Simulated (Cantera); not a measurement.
Mixture: H₂ : O₂ : N₂ = 1 : 0.263 : 0.989 (molar parts), at 9.87 atm, adiabatic and at constant volume. Ignition delay is the time to a rise of 400 K.

Computed with Cantera and GRI-Mech 3.0 (53 species, 325 reactions). The hydrogen kinetics of GRI-Mech 3.0 are dated; newer H2 mechanisms differ, most at raised pressure.

Q: What does this change do: O2 0.263 to 0.085 parts?

A: 
```json
[
 {"quantity": "delay at 1025 K", "before": "3.51 ms", "after": "3.70 ms"},
 {"quantity": "delay at 1225 K", "before": "27.6 µs", "after": "42.5 µs"},
 {"quantity": "delay at 1425 K", "before": "2.12 µs", "after": "5.52 µs"},
 {"quantity": "delay at 1625 K", "before": "0.980 µs", "after": "3.02 µs"}
]
```
Where the delays flatten at high temperature, the 400 K rule measures the pace of heat release, not the induction time.
